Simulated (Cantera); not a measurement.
Standard-state values (1 bar) from the NASA 1993 polynomials, evaluated with Cantera. Values are per mole of reaction as written; species without (g) are pure solids or liquids, kept so even where they would boil at 1 bar.

a) Ta + O₂(g) ⇌ TaO₂(g)
b) 1.333 Ti + O₂(g) ⇌ 0.6667 Ti₂O₃
c) V + O₂(g) ⇌ VO₂(g)

### Question
Order these by ΔG° at 1473 K, most negative first.

### Answer
b (-747 kJ), c (-268 kJ), a (-241 kJ)
